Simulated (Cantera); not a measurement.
A closed system holds: 1 mol FeCl2, a varied amount of H2, at 1948 K and 13.3 mbar.

Method: chemical equilibrium by Gibbs-energy minimisation in Cantera with the NASA 1993 tables (ideal gas, pure condensed phases). Candidate condensed phases: Fe, FeCl2, FeCl3; 11 gas species. Kinetics and transport are ignored.

What share of the Fe ends up in condensed phases as a function of n(H2) (mol), at 4.8, 13, 21, 29, 37, 45, 53, 60, 68, 76, 84, 92?


```json
[
 {"n(H2) (mol)": "4.8", "Fe condensed (%)": "50.2", "as": "Fe(l)"},
 {"n(H2) (mol)": "13", "Fe condensed (%)": "55.0", "as": "Fe(l)"},
 {"n(H2) (mol)": "21", "Fe condensed (%)": "49.4", "as": "Fe(l)"},
 {"n(H2) (mol)": "29", "Fe condensed (%)": "40.8", "as": "Fe(l)"},
 {"n(H2) (mol)": "37", "Fe condensed (%)": "30.9", "as": "Fe(l)"},
 {"n(H2) (mol)": "45", "Fe condensed (%)": "20.3", "as": "Fe(l)"},
 {"n(H2) (mol)": "53", "Fe condensed (%)": "9.2", "as": "Fe(l)"},
 {"n(H2) (mol)": "60", "Fe condensed (%)": "0.0", "as": "-"},
 {"n(H2) (mol)": "68", "Fe condensed (%)": "0.0", "as": "-"},
 {"n(H2) (mol)": "76", "Fe condensed (%)": "0.0", "as": "-"},
 {"n(H2) (mol)": "84", "Fe condensed (%)": "0.0", "as": "-"},
 {"n(H2) (mol)": "92", "Fe condensed (%)": "0.0", "as": "-"}
]
```
